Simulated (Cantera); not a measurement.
An adiabatic, constant-volume homogeneous reactor starts with C₃H₈ : O₂ : N₂ : H₂O = 1 : 14.3 : 53.7 : 2.6 (molar parts), at 1725 K and 50000 Pa. Integrator tolerance rtol = 1e-08.

Cantera simulation using GRI-Mech 3.0 (53 species, 325 reactions); the numbers are that mechanism's predictions, not measurements. GRI-Mech 3.0 was tuned for natural gas; its chemistry of propane as a main component is partial and can be far from experiment.

Problem. What does this change do: initial temperature 1725 to 1625 K?

Solution. 
```json
[
 {"quantity": "time of steepest temperature rise", "before": "26.5 µs", "after": "44.1 µs"},
 {"quantity": "temperature at 0.900 s", "before": "2463 K", "after": "2407 K"},
 {"quantity": "equilibrium temperature", "before": "2463 K", "after": "2407 K"},
 {"quantity": "x(C₃H₈) at 0.900 s", "before": "<1e-12 (gas-phase equilibrium <1e-12)", "after": "<1e-12 (gas-phase equilibrium <1e-12)"},
 {"quantity": "x(O₂) at 0.900 s", "before": "0.117 (gas-phase equilibrium 0.117)", "after": "0.118 (gas-phase equilibrium 0.118)"},
 {"quantity": "x(H₂O) at 0.900 s", "before": "0.0828 (gas-phase equilibrium 0.0828)", "after": "0.0844 (gas-phase equilibrium 0.0844)"},
 {"quantity": "x(C₂H) at 0.900 s", "before": "<1e-12 (gas-phase equilibrium <1e-12)", "after": "<1e-12 (gas-phase equilibrium <1e-12)"},
 {"quantity": "x(HCO) at 0.900 s", "before": "4.00e-10 (gas-phase equilibrium 4.00e-10)", "after": "2.17e-10 (gas-phase equilibrium 2.17e-10)"},
 {"quantity": "x(NO) at 0.900 s", "before": "0.0155 (gas-phase equilibrium 0.0155)", "after": "0.0140 (gas-phase equilibrium 0.0140)"}
]
```

Problem. What does this change do: pressure from 50000 Pa to 2100000 Pa?

Solution. 
```csv
quantity,before,after
time of steepest temperature rise,26.5 µs,2.05 µs
temperature at 0.900 s,2463 K,2553 K
equilibrium temperature,2463 K,2553 K
x(C₃H₈) at 0.900 s,<1e-12 (gas-phase equilibrium <1e-12),<1e-12 (gas-phase equilibrium <1e-12)
x(O₂) at 0.900 s,0.117 (gas-phase equilibrium 0.117),0.117 (gas-phase equilibrium 0.117)
x(H₂O) at 0.900 s,0.0828 (gas-phase equilibrium 0.0828),0.0873 (gas-phase equilibrium 0.0873)
x(C₂H) at 0.900 s,<1e-12 (gas-phase equilibrium <1e-12),<1e-12 (gas-phase equilibrium <1e-12)
x(HCO) at 0.900 s,4.00e-10 (gas-phase equilibrium 4.00e-10),4.48e-10 (gas-phase equilibrium 4.48e-10)
x(NO) at 0.900 s,0.0155 (gas-phase equilibrium 0.0155),0.0182 (gas-phase equilibrium 0.0182)
```
The pressure lies above the range GRI-Mech 3.0 was tuned for (to about 10 atm).
